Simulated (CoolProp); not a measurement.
Model: reference Helmholtz-energy equation of state, Span 2000, in CoolProp.

Give the vapour pressure (kPa), vapour density (kg/m³), enthalpy of vaporisation (kJ/kg), liquid viscosity (µPa s) of saturated nitrogen at 79.6, 85.4 K.


```tsv
T (K)	p (kPa)	vapour density (kg/m³)	enthalpy of vaporisation (kJ/kg)	liquid viscosity (µPa s)
79.6	131	5.85	196	147
85.4	238	10.2	188	120
```

Viscosity comes from a separate model (Lemmon 2004).
